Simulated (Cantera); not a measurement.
Input: 1 mol CH3SiH3, 0.29 mol C2H2, 520 mol H2, 2.7 mol CH4, held at 6.53 Torr.

Method: chemical equilibrium by Gibbs-energy minimisation in Cantera with the NASA 1993 tables (ideal gas, pure condensed phases). Candidate condensed phases: C, C6H6, C7H8, C8H18, Si, SiC; 87 gas species. The feed counts by its element totals alone. The numbers say what is thermodynamically allowed, not how fast it happens. All values below are at 1948 K.

Base state: H2 0.987, H 0.0120, C2H2 (acetylene) 0.000532, Si 0.000120 (mole fractions); condensed: C(graphite) + SiC(s).

**Question.** What changes in the equilibrium state with this change: pressure from 6.53 Torr to 593 Torr?

**Answer.** 
| species | before | after |
|---|---|---|
| H2 | 0.987 | 0.998 |
| H | 0.0120 | 0.00127 |
| C2H2 (acetylene) | 0.000532 | 0.000538 |
| CH4 | 4.15e-6 | 0.000385 |
| Si | 0.000120 | 1.32e-6 |
| C(graphite), mol | 2.78 | 2.50 |
| SiC(s), mol | 0.925 | 0.997 |
